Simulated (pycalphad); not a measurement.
An equivalent pycalphad script:

```python
from pycalphad import Database, equilibrium, calculate, variables as v
import numpy as np
db = Database('COST507.tdb')
comps = ['AL', 'SI', 'FE', 'VA']
phases = ['AL13FE4', 'AL2FE', 'AL5FE2', 'AL5FE4', 'ALFESI_ALPHA', 'ALFESI_BETA', 'ALFESI_DELTA', 'ALFESI_GAMMA', 'ALFESI_TAU1', 'ALFESI_TAU3', 'BCC_B2', 'DIAMOND_A4', 'FCC_A1', 'FE2SI', 'FE5SI3', 'FESI', 'FESI2_H', 'FESI2_L', 'LIQUID']
eq = equilibrium(db, comps, phases, {v.X('SI'): 0.0041, v.X('FE'): 0.0052, v.T: np.arange(1850, 499, -50), v.P: 101325, v.N: 1}, output=['HM', 'SM'])
```

CALPHAD calculation (pycalphad, COST 507 light-alloy database (1999)), 1 atm. The data set is of 1999 and partly superseded. Phase fractions are per mole of atoms.

Results at three of the temperatures:

```
T = 1850.00 K, P = 101325 Pa, N = 1 mol of atoms
G = -115472 J/mol, H = 57601 J/mol, S = 93.55 J/(mol K)  (SER reference)
chemical potentials (J/mol): Al -114548, Si -180395, Fe -240315
phase             fraction      x(Al)      x(Si)      x(Fe)
LIQUID              1.0000     0.9907     0.0041     0.0052
```

```
T = 1300.00 K, P = 101325 Pa, N = 1 mol of atoms
G = -66921 J/mol, H = 40123 J/mol, S = 82.34 J/(mol K)  (SER reference)
chemical potentials (J/mol): Al -66169, Si -106096, Fe -179387
phase             fraction      x(Al)      x(Si)      x(Fe)
LIQUID              1.0000     0.9907     0.0041     0.0052
```

```
T = 1250.00 K, P = 101325 Pa, N = 1 mol of atoms
G = -62835 J/mol, H = 38535 J/mol, S = 81.10 J/(mol K)  (SER reference)
chemical potentials (J/mol): Al -62098, Si -99624, Fe -174246
phase             fraction      x(Al)      x(Si)      x(Fe)
LIQUID              1.0000     0.9907     0.0041     0.0052
```

Changes of the phase set, refined by bisection:

```tsv
T (K)	phases above	phases below
927.4	LIQUID	FCC_A1 + LIQUID
923.2	FCC_A1 + LIQUID	AL13FE4 + FCC_A1 + LIQUID
909 ± 1	AL13FE4 + FCC_A1 + LIQUID	AL13FE4 + ALFESI_ALPHA + FCC_A1
846.2	AL13FE4 + ALFESI_ALPHA + FCC_A1	ALFESI_ALPHA + FCC_A1
743.1	ALFESI_ALPHA + FCC_A1	ALFESI_ALPHA + ALFESI_BETA + FCC_A1
```

Database names, with the compositions (at.%) that they take in these runs: AL13FE4: Al 76 Fe 24; ALFESI_ALPHA: Al 71-74 Fe 19 Si 7-10; ALFESI_BETA: Al 70 Si 15 Fe 15. FCC_A1 is fcc.
